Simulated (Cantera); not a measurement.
Feed: 1 mol CaO, 0.73 mol F₂, 15 mol O₂, at 1425 K and 7.50 Torr.

Method: chemical equilibrium by Gibbs-energy minimisation in Cantera with the NASA 1993 tables (ideal gas, pure condensed phases). Candidate condensed phases: Ca, CaF₂, CaO; 13 gas species. Mutual solubility and eutectic melting of coexisting phases are not modelled. The numbers say what is thermodynamically allowed, not how fast it happens.

Base state: O₂ 1.000, CaF₂ 4.03e-5, O 1.39e-5 (mole fractions); condensed: CaF₂(s) + CaO(s).

Question: What changes in the equilibrium state with this change: temperature from 1425 K to 1623.15 K?

Answer: 
```
species        before     after
------------  -------  --------
O₂              1.000     0.997
CaF₂          4.03e-5   0.00240
O             1.39e-5  0.000190
CaF₂(s), mol    0.729     0.693
CaO(s), mol     0.270     0.270
```

Question: What changes in the equilibrium state with this change: temperature from 1425 K to 1625 K?

Answer: 
```tsv
species	before	after
O₂	1.000	0.997
CaF₂	4.03e-5	0.00248
O	1.39e-5	0.000194
CaF₂(s), mol	0.729	0.692
CaO(s), mol	0.270	0.270
```
